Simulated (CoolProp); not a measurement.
Model: reference Helmholtz-energy equation of state, Zhou 2011, in CoolProp.

Q: For dimethyl carbonate, give the phase and the Z, expansivity (1/kK), fugacity coefficient at 526.1 K and 115 bar; 543.6 K and 115 bar; 587.2 K and 115 bar.

A: 
- 526.1 K and 115 bar: liquid; Z 0.322, expansivity 2.81, fugacity coefficient 0.257
- 543.6 K and 115 bar: liquid; Z 0.328, expansivity 3.38, fugacity coefficient 0.307
- 587.2 K and 115 bar: supercritical; Z 0.372, expansivity 6.32, fugacity coefficient 0.439
